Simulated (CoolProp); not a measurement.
Saturation properties of hydrogen chloride.

Values from CoolProp's reference Helmholtz-energy equation of state, Thol 2018.

| T (K) | p (kPa) | liquid density (kg/m³) | vapour density (kg/m³) | enthalpy of vaporisation (kJ/kg) | liquid cp (kJ/(kg K)) |
|---|---|---|---|---|---|
| 254.5 | 1538 | 996.3 | 32.29 | 350.9 | 1.853 |
| 257.8 | 1696 | 985.0 | 35.65 | 344.5 | 1.877 |
| 261.1 | 1865 | 973.3 | 39.32 | 338.0 | 1.903 |
| 264.4 | 2046 | 961.3 | 43.31 | 331.1 | 1.933 |
| 267.6 | 2234 | 949.4 | 47.52 | 324.2 | 1.966 |
| 270.9 | 2440 | 936.7 | 52.24 | 316.8 | 2.004 |
| 274.2 | 2661 | 923.5 | 57.40 | 309.0 | 2.047 |
| 277.4 | 2889 | 910.4 | 62.87 | 301.1 | 2.094 |
| 280.7 | 3138 | 896.2 | 69.05 | 292.6 | 2.151 |

It boils at 188.2 K under 1 atm.
